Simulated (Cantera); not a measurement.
Charge: 1 mol Fe2O3, a varied amount of CO, 0.11 mol N2, held at 12.0 mbar.

Equilibrium computed with Cantera from the NASA thermochemical tables; the gas is ideal and each condensed phase is pure. Candidate condensed phases: C, Fe, Fe(CO)5, FeO, Fe2O3, Fe3O4; 27 gas species. Mutual solubility and eutectic melting of coexisting phases are not modelled. The tables' stoichiometric FeO is somewhat more stable than real wüstite, so its field is too wide. FeO: taken at fixed stoichiometry. The numbers say what is thermodynamically allowed, not how fast it happens.

Stable condensed phases, one row left out:

```
T in K \ n(CO) in mol
         1.9 2.2 2.5 2.8 3.2 3.6 4.1 4.7 5.3   6 6.8 7.7 8.8
   1875    A   A   A   A   A   A   A   A   A   A   A   A   A
   1825    A   A   A   A   A   A   A   A   A   A   A   A   A
   1775    A   A   A   A   A   A   A   A   A   A   A   A   A
   1725    A   A   A   A   A   A   A   A   A   A   A   A   B
   1675    A   A   A   A   A   A   A   A   A   A   A   A   B
   1575    A   A   A   A   A   A   A   A   A   A   A   B   B
   1525    A   A   A   A   A   A   A   A   A   A   A   B   B
   1475    A   A   A   A   A   A   A   A   A   A   A   B   B
   1425    A   A   A   A   A   A   A   A   A   A   A   B   B
   1375    A   A   A   A   A   A   A   A   A   A   B   B   B
   1325    A   A   A   A   A   A   A   A   A   A   B   B   B
```

A: FeO; B: Fe + FeO.

Q: Give the row for 1625 K.

A: 1.9: FeO; 2.2: FeO; 2.5: FeO; 2.8: FeO; 3.2: FeO; 3.6: FeO; 4.1: FeO; 4.7: FeO; 5.3: FeO; 6: FeO; 6.8: FeO; 7.7: Fe + FeO; 8.8: Fe + FeO.
